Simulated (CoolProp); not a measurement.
Vapour-liquid equilibrium of octamethyltrisiloxane (MDM) (1) + octamethylcyclotetrasiloxane (D4) (2) at 173.75 °C; x and y are mole fractions of (1).

Computed with CoolProp (multi-fluid Helmholtz-energy mixture model, Thol 2017 and Thol 2015; pair parameters Bell 2016).

| x | bubble pressure (MPa) | y at the bubble point | dew pressure at overall composition x (MPa) | liquid density (mol/L) |
|---|---|---|---|---|
| 0.05 | 0.1004 | 0.085 | 0.09868 | 2.597 |
| 0.15 | 0.1083 | 0.234 | 0.1037 | 2.611 |
| 0.25 | 0.1158 | 0.362 | 0.1092 | 2.625 |
| 0.35 | 0.1231 | 0.474 | 0.1151 | 2.640 |
| 0.45 | 0.1303 | 0.575 | 0.1215 | 2.655 |
| 0.55 | 0.1375 | 0.667 | 0.1284 | 2.670 |
| 0.65 | 0.1447 | 0.752 | 0.1361 | 2.685 |
| 0.75 | 0.1521 | 0.831 | 0.1445 | 2.700 |
| 0.85 | 0.1596 | 0.903 | 0.1540 | 2.715 |
| 0.95 | 0.1672 | 0.969 | 0.1649 | 2.730 |

No azeotrope shows between x = 0.05 and 0.95.

Pair parameters are fitted to limited data, so mixtures are less certain than the pure fluids.
